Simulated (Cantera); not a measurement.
Cantera run, input and output.

```python
import numpy as np
import cantera as ct

gas = ct.Solution("h2o2.yaml")
gas.TPX = 1200, 1333, {'H2': 0.0067, 'O2': 1}
reactor = ct.IdealGasConstPressureReactor(gas, energy="off", clone=False)
net = ct.ReactorNet([reactor])
net.rtol, net.atol = 1e-08, 1e-18
show = ['H2', 'O2', 'H2O2', 'H', 'O', 'H2O']
times = np.geomspace(1e-05, 30, 14)

steps = ct.SolutionArray(gas, extra=["t"])
rows = []
print(f"{'t/s':>10s}{'T/K':>9s}{'P/Pa':>11s}" + "".join(f"{s:>11s}" for s in show))
for t in times:
    while net.time < t:
        t_next = net.step()
        steps.append(gas.state, t=t_next)
    rows.append([np.interp(t, steps.t, y) for y in (steps.T, steps.P, *steps(*show).X.T)])
    print(f"{t:10.3e}{rows[-1][0]:9.1f}{rows[-1][1]:11.4g}" + "".join(f"{x:11.3e}" for x in rows[-1][2:]))
rate = np.gradient(steps.T, steps.t)
print("integrator steps:", len(steps.t))
if steps.T.max() > steps.T[0] + 200:
    print(f"time of steepest temperature rise: {steps.t[rate.argmax()]:.4e} s")
gas.TPX = 1200, 1333, {'H2': 0.0067, 'O2': 1}
gas.equilibrate("TP")
print(f"equilibrium (TP): T = {gas.T:.1f} K  " + "  ".join(f"{s} {gas[s].X[0]:.3e}" for s in show))
```

Output:

```
       t/s      T/K       P/Pa         H2         O2       H2O2          H          O        H2O
 1.000e-05   1200.0       1333  6.655e-03  9.933e-01  1.636e-16  5.405e-11  6.687e-12  4.612e-14
 3.149e-05   1200.0       1333  6.655e-03  9.933e-01  1.624e-15  1.356e-10  5.671e-11  1.275e-12
 9.919e-05   1200.0       1333  6.655e-03  9.933e-01  1.608e-14  2.511e-10  3.788e-10  2.856e-11
 3.124e-04   1200.0       1333  6.655e-03  9.933e-01  1.589e-13  4.117e-10  1.952e-09  4.717e-10
 9.839e-04   1200.0       1333  6.655e-03  9.933e-01  1.556e-12  1.224e-09  1.200e-08  7.280e-09
 3.099e-03   1200.0       1333  6.655e-03  9.933e-01  1.501e-11  2.192e-08  2.812e-07  2.852e-07
 9.760e-03   1200.0       1333  4.898e-03  9.917e-01  2.228e-08  1.143e-04  1.219e-03  1.343e-03
 3.074e-02   1200.0       1333  1.863e-05  9.875e-01  1.226e-08  1.828e-04  5.490e-03  6.287e-03
 9.681e-02   1200.0       1333  1.476e-05  9.887e-01  1.195e-08  1.289e-04  4.344e-03  6.350e-03
 3.049e-01   1200.0       1333  8.169e-06  9.908e-01  1.091e-08  5.244e-05  2.375e-03  6.462e-03
 9.603e-01   1200.0       1333  2.467e-06  9.925e-01  8.010e-09  8.638e-06  7.107e-04  6.573e-03
 3.024e+00   1200.0       1333  4.338e-07  9.932e-01  3.659e-09  6.396e-07  1.249e-04  6.636e-03
 9.525e+00   1200.0       1333  6.358e-08  9.933e-01  9.811e-10  3.621e-08  1.838e-05  6.662e-03
 3.000e+01   1200.0       1333  1.052e-08  9.933e-01  2.126e-10  2.459e-09  3.056e-06  6.671e-03
integrator steps: 1757
equilibrium (TP): T = 1200.0 K  H2 7.421e-10  O2 9.933e-01  H2O2 1.840e-11  H 4.687e-11  O 2.177e-07  H2O 6.676e-03
```

Model: the H2/O2 subset of GRI-Mech 3.0, which has no nitrogen chemistry, integrated in Cantera. Radical loss at walls, strong at low pressure, is not modelled.
